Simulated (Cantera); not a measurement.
SiH₄ + O₂ + N₂ (silicon oxide and oxynitride deposition)

Charge: 1 mol SiH₄, 12 mol O₂, 75 mol N₂, equilibrated at 0.470 bar.

Method: chemical equilibrium by Gibbs-energy minimisation in Cantera with the NASA 1993 tables (ideal gas, pure condensed phases). Candidate condensed phases: H₂O, Si, SiO₂, Si₂N₂O, Si₃N₄; 35 gas species. The tables hold silica as quartz up to 1696 K and as liquid above; real silica turns to tridymite and cristobalite and melts near 1996 K. Gases not in the tables: Si(OH)₄. Rates play no part.

| T (K) | log p N₂ | log p O₂ | log p H₂O | log p NO | log p OH | n SiO₂(β-quartz) | n SiO₂(condensed) |
|---|---|---|---|---|---|---|---|
| 1175 | -0.39 | -1.27 | -1.97 | -4.23 | -6.31 | 1.00 | 0 |
| 1250 | -0.39 | -1.27 | -1.97 | -3.99 | -5.87 | 1.00 | 0 |
| 1325 | -0.39 | -1.27 | -1.97 | -3.77 | -5.49 | 1.00 | 0 |
| 1400 | -0.39 | -1.27 | -1.97 | -3.58 | -5.14 | 1.00 | 0 |
| 1475 | -0.39 | -1.27 | -1.97 | -3.41 | -4.83 | 1.00 | 0 |
| 1550 | -0.39 | -1.27 | -1.97 | -3.25 | -4.56 | 1.00 | 0 |
| 1625 | -0.39 | -1.27 | -1.97 | -3.11 | -4.30 | 1.00 | 0 |
| 1700 | -0.39 | -1.27 | -1.97 | -2.98 | -4.07 | 0 | 1.00 |
log p: log10 of the partial pressure in bar; n: condensed amount in mol.

From 1175 K to 1625 K the condensed part is SiO₂(β-quartz). At 1700 K the condensed part is SiO₂(condensed).
